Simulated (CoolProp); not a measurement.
A closed Brayton cycle with carbon dioxide: compressor inlet 317.15 K and 9.3 MPa, high pressure 21.9 MPa, turbine inlet 985 K, compressor efficiency 0.89, turbine efficiency 0.93, recuperator effectiveness 0.95 (on enthalpy, no pinch check). Each further row changes one setting.

The numbers come from the reference Helmholtz-energy equation of state, Span 1996 in CoolProp.

```tsv
case	thermal efficiency (%)	net work (kJ/kg)	compressor to turbine work	compressor exit (K)	turbine exit (K)
as stated	41.9	114	0.20	365.4	865.6
turbine inlet 935 K	40.6	106	0.21	365.4	819.7
compressor inlet 327.15 K	42.0	104	0.27	392.6	865.6
high pressure 18.6 MPa	39.5	94.9	0.19	356.1	887.8
recuperator effectiveness 0.5	21.1	114	0.20	365.4	865.6
```
